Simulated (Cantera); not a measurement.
An isothermal, constant-pressure homogeneous reactor starts with H2 : O2 : N2 = 0.026 : 1 : 0.28 (molar parts), at 1225 K and 0.0132 atm.

Model: the H2/O2 subset of GRI-Mech 3.0, which has no nitrogen chemistry, integrated in Cantera. Radical loss at walls, strong at low pressure, is not modelled.

One state of this run: x H2 = 4.01e-6; x O2 = 0.763; x H2O = 0.0200; x H = 5.00e-6; x H2O2 = 1.15e-8. x: mole fraction; the columns are a selection and need not sum to one.

Problem. Which value of t (s) does it belong to?
A) 0.00224
B) 0.00633
C) 1.13
D) 9.00

Solution. C, 1.13
